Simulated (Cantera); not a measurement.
Feed: 1 mol SiC, 0.4 mol H2O, 24 mol N2, held at 0.00300 Torr.

These are equilibrium values from Cantera (NASA tables, ideal gas, pure condensed phases), not measurements of a reactor. Candidate condensed phases: C, C6H6, C7H8, C8H18, H2O, Si, SiC, SiO2, Si2N2O, Si3N4; 151 gas species. The tables' values for SiN are old estimates; treat these amounts as uncertain. Rates play no part.

Q: At 2000 K, list the 4 most abundant gas species with their mole fractions, and the condensed phases.

A: N2 0.917, Si 0.0366, H 0.0277, CO 0.0153. Condensed: C(graphite).
